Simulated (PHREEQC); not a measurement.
4.4 g of hydrous ferric oxide (600 m²/g; 0.2 weak and 0.005 strong sites per Fe, Dzombak-Morel constants, diffuse double layer) in 1 kg of water with 0.3 mol/kgw of an inert sodium salt and 22 mmol/kgw ZnSO4, at 25 °C; the pH is set by adding NaOH or the inert anion's acid. O2 is buffered at 0.21 atm. The system is closed to CO2. No solid was allowed to form.

Equilibrium calculation in PHREEQC: ion-association model, wateq4f.dat.

```json
[
 {"pH": "3", "S sorbed (%)": "17.2", "Zn sorbed (%)": "0.0", "surface charge σ (C/m²)": "0.094", "surface potential ψ (mV)": "56"},
 {"pH": "3.5", "S sorbed (%)": "17.2", "Zn sorbed (%)": "0.0", "surface charge σ (C/m²)": "0.093", "surface potential ψ (mV)": "56"},
 {"pH": "4", "S sorbed (%)": "17.1", "Zn sorbed (%)": "___", "surface charge σ (C/m²)": "0.093", "surface potential ψ (mV)": "56"},
 {"pH": "4.5", "S sorbed (%)": "___", "Zn sorbed (%)": "0.9", "surface charge σ (C/m²)": "0.092", "surface potential ψ (mV)": "55"},
 {"pH": "5", "S sorbed (%)": "16.3", "Zn sorbed (%)": "1.8", "surface charge σ (C/m²)": "0.090", "surface potential ψ (mV)": "54"},
 {"pH": "5.5", "S sorbed (%)": "14.7", "Zn sorbed (%)": "6.6", "surface charge σ (C/m²)": "0.087", "surface potential ψ (mV)": "53"},
 {"pH": "6", "S sorbed (%)": "12.2", "Zn sorbed (%)": "20.5", "surface charge σ (C/m²)": "0.093", "surface potential ψ (mV)": "56"},
 {"pH": "6.5", "S sorbed (%)": "10.3", "Zn sorbed (%)": "30.9", "surface charge σ (C/m²)": "0.111", "surface potential ψ (mV)": "___"},
 {"pH": "7.5", "S sorbed (%)": "8.0", "Zn sorbed (%)": "36.5", "surface charge σ (C/m²)": "0.160", "surface potential ψ (mV)": "81"},
 {"pH": "8", "S sorbed (%)": "6.6", "Zn sorbed (%)": "37.7", "surface charge σ (C/m²)": "0.186", "surface potential ψ (mV)": "88"},
 {"pH": "8.5", "S sorbed (%)": "5.1", "Zn sorbed (%)": "38.3", "surface charge σ (C/m²)": "0.205", "surface potential ψ (mV)": "93"},
 {"pH": "9", "S sorbed (%)": "3.5", "Zn sorbed (%)": "36.8", "surface charge σ (C/m²)": "0.194", "surface potential ψ (mV)": "90"},
 {"pH": "9.5", "S sorbed (%)": "1.4", "Zn sorbed (%)": "32.7", "surface charge σ (C/m²)": "0.146", "surface potential ψ (mV)": "76"},
 {"pH": "10", "S sorbed (%)": "0.3", "Zn sorbed (%)": "28.6", "surface charge σ (C/m²)": "___", "surface potential ψ (mV)": "55"},
 {"pH": "10.5", "S sorbed (%)": "0.0", "Zn sorbed (%)": "25.5", "surface charge σ (C/m²)": "0.041", "surface potential ψ (mV)": "28"},
 {"pH": "11", "S sorbed (%)": "0.0", "Zn sorbed (%)": "22.9", "surface charge σ (C/m²)": "-0.001", "surface potential ψ (mV)": "-1"}
]
```

Fill in the missing entries.


- 4, Zn sorbed (%): 0.2
- 4.5, S sorbed (%): 16.9
- 6.5, surface potential ψ (mV): 64
- 10, surface charge σ (C/m²): 0.089

Along this series the solution becomes supersaturated in solids that the run did not let form, among them Zn(OH)2-a, Zn4(OH)6SO4. The oxide is taken as insoluble; below pH 4 it would dissolve.
